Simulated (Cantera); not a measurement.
A Cantera script and what it prints.

```python
import numpy as np
import cantera as ct

gas_names = [...]  # 114 gases of nasa_gas.yaml made of C, Fe, H, O
cond_names = """
    C(gr) C6H6(L) C7H8(L) C8H18(L),n-octa Fe(a) Fe(c) Fe(d) Fe(L) FeC5O5(L) FeO(s) FeO(L) Fe(OH)2(s)
    Fe(OH)3(s) Fe2O3(s) Fe3O4(s) H2O(s) H2O(L)
""".split()


# ... load() reads the species with a 1 bar reference pressure and builds the phases ...
atoms = {
    'Fe(CO)5': {'Fe': 1, 'C': 5, 'O': 5},
    'H2': {'H': 2},
    'O2': {'O': 2},
}
top_T = {'C(gr)': 4500, 'Fe2O3(s)': 1830, 'Fe3O4(s)': 1870}  # K; cautious upper limits of use, not melting points


# ... equilibrate(T, P, feed) seeds the gas with the atoms and calls Mixture.equilibrate('TP', solver="vcs", rtol=1e-11, max_steps=5000) ...
results = []
feed = {'Fe(CO)5': 1, 'H2': 1.6, 'O2': 0.052}  # mol
T = 1000  # K
for P in [10, 68, 460, 3200, 22000, 150000, 1000000]:
    mix = equilibrate(T, P, feed)
    results.append((T, P, feed, dict(zip(mix.species_names, mix.species_moles))))
    x = sorted(zip(gas.X, gas.species_names), reverse=True)
    print(f"T = {T:g} K  P = {P:g} Pa  gas = {mix.phase_moles(0):.4g} mol")
    print("   x: " + "  ".join(f"{s} {v:.3e}" for v, s in x if v > 0.001))
    print("   condensed (mol): " + ("  ".join(f"{mix.phase(i).name} {mix.phase_moles(i):.4g}"
          for i in range(1, mix.n_phases) if mix.phase_moles(i) > 1e-12) or "none"))
```

It prints:

```
T = 1000 K  P = 10 Pa  gas = 6.6 mol
   x: CO 7.447e-01  H2 2.395e-01  CO2 1.287e-02  H2O 2.885e-03
   condensed (mol): Fe(a) 1
T = 1000 K  P = 68 Pa  gas = 6.6 mol
   x: CO 7.447e-01  H2 2.395e-01  CO2 1.287e-02  H2O 2.885e-03
   condensed (mol): Fe(a) 1
T = 1000 K  P = 460 Pa  gas = 6.6 mol
   x: CO 7.447e-01  H2 2.395e-01  CO2 1.288e-02  H2O 2.885e-03
   condensed (mol): Fe(a) 1
T = 1000 K  P = 3200 Pa  gas = 6.598 mol
   x: CO 7.447e-01  H2 2.393e-01  CO2 1.299e-02  H2O 2.908e-03
   condensed (mol): Fe(a) 1
T = 1000 K  P = 22000 Pa  gas = 6.241 mol
   x: CO 6.861e-01  H2 2.397e-01  CO2 5.875e-02  H2O 1.430e-02  CH4 1.207e-03
   condensed (mol): C(gr) 0.3443  Fe(a) 1
T = 1000 K  P = 150000 Pa  gas = 4.495 mol
   x: CO 4.678e-01  H2 2.632e-01  CO2 1.862e-01  H2O 7.298e-02  CH4 9.919e-03
   condensed (mol): C(gr) 2.016  FeO(s) 1
T = 1000 K  P = 1e+06 Pa  gas = 3.645 mol
   x: CO2 3.473e-01  CO 2.474e-01  H2 1.878e-01  H2O 1.837e-01  CH4 3.369e-02
   condensed (mol): C(gr) 2.709  FeO(s) 1
```

Cantera equilibrium calculation (NASA polynomials, part measured and part estimated; ideal gas, pure solids and liquids). The tables' stoichiometric FeO is somewhat more stable than real wüstite, so its field is too wide. FeO: taken at fixed stoichiometry. Condensed phases not in the tables: cementite and carbon dissolved in iron.
